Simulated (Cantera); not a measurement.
CHF₃ + HCl (fluorocarbon and chlorocarbon gases)

Feed: 1 mol CHF₃, a varied amount of HCl, equilibrated at 1548 K and 1.00 Torr.

Equilibrium computed with Cantera from the NASA thermochemical tables; the gas is ideal and each condensed phase is pure. Candidate condensed phases: C, C₆H₆, C₇H₈, C₈H₁₈; 118 gas species. Gases not in the tables: C₂F₆ and larger saturated fluorocarbons. Rates play no part.

```
n(HCl) (mol)  log p HF  log p Cl  log p CF₄  log p HCl  log p Cl₂  log p CF₂  log p CClF₃  n C(graphite)
------------  --------  --------  ---------  ---------  ---------  ---------  -----------  -------------
0.088            -3.06     -4.19      -3.41      -5.35      -6.18      -5.77        -6.51          0.520
0.12             -3.06     -4.07      -3.43      -5.23      -5.94      -5.79        -6.40          0.527
0.17             -3.06     -3.94      -3.47      -5.09      -5.69      -5.80        -6.30          0.539
0.23             -3.07     -3.84      -3.50      -4.98      -5.48      -5.82        -6.22          0.553
0.31             -3.07     -3.74      -3.55      -4.88      -5.29      -5.84        -6.17          0.571
0.43             -3.07     -3.65      -3.62      -4.77      -5.10      -5.88        -6.12          0.599
0.59             -3.08     -3.57      -3.71      -4.67      -4.94      -5.92        -6.11          0.636
0.82             -3.09     -3.49      -3.84      -4.57      -4.79      -5.99        -6.13          0.689
1.1              -3.09     -3.44      -4.01      -4.48      -4.68      -6.07        -6.20          0.753
1.5              -3.10     -3.39      -4.28      -4.37      -4.58      -6.21        -6.36          0.842
2.1              -3.11     -3.35      -5.00      -4.16      -4.51      -6.57        -6.86          0.962
```
log p: log10 of the partial pressure in bar; n: condensed amount in mol.

From 0.088 mol HCl to 2.1 mol HCl the condensed part is C(graphite). The main C-bearing gas is CF₄ throughout. The share of C in condensed phases is highest at 2.1 mol HCl (96.2 %) and lowest at 0.088 mol HCl (52.0 %).
